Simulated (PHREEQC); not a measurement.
## Copper plating or etch bath: an equilibrium model

Dissolve 2.7 mmol/kgw CuCl2, 0.19 mmol/kgw H2SO4 and 190 mmol/kgw H3BO3 at 25 °C. Closed to the air; pH follows from the charge balance.

All values are PHREEQC results (ion-association model, phreeqc.dat), not measurements.

This is a speciation only: nothing precipitates in the calculation.

Task: What pH does the model give?

Result: pH 3.46.

Task: In which forms is S present?

Result: SO4-2 78 %, CuSO4 20 %, HSO4- 2.0 % of the S.

Complexes and solids missing from the database can't appear.
